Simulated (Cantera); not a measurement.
Equilibrium for silicon oxide and oxynitride deposition: SiH₂Cl₂ + NO

Feed: 1 mol SiH₂Cl₂, a varied amount of NO, at 577 °C and 820 Pa.

Cantera equilibrium calculation (NASA polynomials, part measured and part estimated; ideal gas, pure solids and liquids). Candidate condensed phases: H₂O, NH₄Cl, Si, SiO₂, Si₂N₂O, Si₃N₄; 47 gas species. Rates play no part.

```json
[
 {"n(NO) (mol)": "2.3", "x HCl": "0.505", "x N₂": "0.359", "x O₂": "0.0170", "x H₂O": "0.0596", "x Cl₂": "0.0596", "n SiO₂(β-quartz)": "1.00"},
 {"n(NO) (mol)": "2.9", "x HCl": "0.392", "x N₂": "0.385", "x O₂": "0.0848", "x H₂O": "0.0692", "x Cl₂": "0.0692", "n SiO₂(β-quartz)": "1.00"},
 {"n(NO) (mol)": "3.8", "x HCl": "0.304", "x N₂": "0.408", "x O₂": "0.162", "x H₂O": "0.0630", "x Cl₂": "0.0630", "n SiO₂(β-quartz)": "1.00"},
 {"n(NO) (mol)": "4.8", "x HCl": "0.245", "x N₂": "0.425", "x O₂": "0.221", "x H₂O": "0.0549", "x Cl₂": "0.0548", "n SiO₂(β-quartz)": "1.00"},
 {"n(NO) (mol)": "6.2", "x HCl": "0.193", "x N₂": "0.440", "x O₂": "0.275", "x H₂O": "0.0457", "x Cl₂": "0.0457", "n SiO₂(β-quartz)": "1.00"},
 {"n(NO) (mol)": "8", "x HCl": "0.152", "x N₂": "0.453", "x O₂": "0.321", "x H₂O": "0.0374", "x Cl₂": "0.0373", "n SiO₂(β-quartz)": "1.00"},
 {"n(NO) (mol)": "10", "x HCl": "0.123", "x N₂": "0.462", "x O₂": "0.354", "x H₂O": "0.0310", "x Cl₂": "0.0309", "n SiO₂(β-quartz)": "1.00"},
 {"n(NO) (mol)": "13", "x HCl": "0.0954", "x N₂": "0.470", "x O₂": "0.385", "x H₂O": "0.0246", "x Cl₂": "0.0246", "n SiO₂(β-quartz)": "1.00"},
 {"n(NO) (mol)": "17", "x HCl": "0.0736", "x N₂": "0.477", "x O₂": "0.411", "x H₂O": "0.0193", "x Cl₂": "0.0193", "n SiO₂(β-quartz)": "1.00"},
 {"n(NO) (mol)": "22", "x HCl": "0.0572", "x N₂": "0.482", "x O₂": "0.430", "x H₂O": "0.0152", "x Cl₂": "0.0152", "n SiO₂(β-quartz)": "1.00"},
 {"n(NO) (mol)": "28", "x HCl": "0.0452", "x N₂": "0.486", "x O₂": "0.445", "x H₂O": "0.0121", "x Cl₂": "0.0121", "n SiO₂(β-quartz)": "1.00"}
]
```
x: gas mole fraction; n: condensed amount in mol.

From 2.3 mol NO to 28 mol NO the condensed part is SiO₂(β-quartz).
